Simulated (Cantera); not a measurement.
An isothermal, constant-pressure homogeneous reactor starts with 0.414 % CO, 1.29 % O2, 6.34 % H2O, 92.0 % N2, equivalence ratio 0.16, at 1448 K and 0.770 bar.

Computed with Cantera and GRI-Mech 3.0 (53 species, 325 reactions).

Q: Predict: x(CO) at 2.00 s; x(O2) at 2.00 s; x(H2O) at 2.00 s; x(NO) at 2.00 s; x(HO2) at 2.00 s; x(OH) at 2.00 s; x(N2O) at 2.00 s.

A: 
- x(CO) at 2.00 s = 9.97e-8 (gas-phase equilibrium 1.00e-7)
- x(O2) at 2.00 s = 0.0108 (gas-phase equilibrium 0.0107)
- x(H2O) at 2.00 s = 0.0636 (gas-phase equilibrium 0.0636)
- x(NO) at 2.00 s = 1.58e-7 (gas-phase equilibrium 0.000231)
- x(HO2) at 2.00 s = 1.07e-8 (gas-phase equilibrium 1.06e-8)
- x(OH) at 2.00 s = 1.99e-5 (gas-phase equilibrium 1.99e-5)
- x(N2O) at 2.00 s = 1.37e-8 (gas-phase equilibrium 1.37e-8)
